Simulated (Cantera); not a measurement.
An isothermal, constant-pressure homogeneous reactor starts with NO : N2 = 1 : 0.036 (molar parts), at 1648 K and 29000 Pa.

Model: GRI-Mech 3.0 (53 species, 325 reactions), integrated in Cantera.

### Question
Predict: x(NO) at 8.00 s; x(N2O) at 8.00 s; x(NO2) at 8.00 s; x(O2) at 8.00 s; x(O) at 8.00 s; x(N2) at 8.00 s.

### Answer
- x(NO) at 8.00 s: 0.777 (gas-phase equilibrium 0.00291)
- x(N2O) at 8.00 s: 0.000211 (gas-phase equilibrium 7.48e-8)
- x(NO2) at 8.00 s: 0.000995 (gas-phase equilibrium 8.41e-6)
- x(O2) at 8.00 s: 0.0935 (gas-phase equilibrium 0.481)
- x(O) at 8.00 s: 1.54e-5 (gas-phase equilibrium 3.28e-5)
- x(N2) at 8.00 s: 0.129 (gas-phase equilibrium 0.516)
